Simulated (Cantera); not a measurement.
A perfectly stirred reactor is fed with CH4 : CO : O2 : N2 = 1 : 0.1 : 1.58 : 11.8 (molar parts), at 10.0 bar; it is adiabatic with a 798 K inlet, and is followed from long to short residence time, starting on the burning branch (τ in s: 0.4, 0.2, 0.096, 0.047, 0.023, 0.011, 0.0056, 0.0027, 0.0013, 0.00066, 0.00032, 0.00016, 7.8e-05).

Cantera simulation using GRI-Mech 3.0 (53 species, 325 reactions); the numbers are that mechanism's predictions, not measurements.

Problem. What does this change do: pressure from 10.0 bar to 1.00 bar?

Solution. 
| quantity | before | after |
|---|---|---|
| blow-out, bracketed by the residence times tried | burning at 0.660 ms, out at 0.320 ms | burning at 1.30 ms, out at 0.660 ms |
| x(CH4) at τ = 0.400 s | 0.000557 | 0.000133 |
| x(CO) at τ = 0.400 s | 0.0356 | 0.0366 |
| x(O2) at τ = 0.400 s | 5.35e-5 | 8.20e-5 |
| x(CH3) at τ = 0.400 s | 1.64e-5 | 2.63e-5 |
| x(C2H) at τ = 0.400 s | 1.64e-9 | 2.19e-9 |
| x(CH4) at τ = 5.60 ms | 0.00309 | 0.000265 |
| x(CO) at τ = 5.60 ms | 0.0310 | 0.0373 |
| x(O2) at τ = 5.60 ms | 0.00212 | 0.00103 |
| x(CH3) at τ = 5.60 ms | 0.000179 | 0.000141 |
| x(C2H) at τ = 5.60 ms | 4.09e-8 | 2.63e-8 |
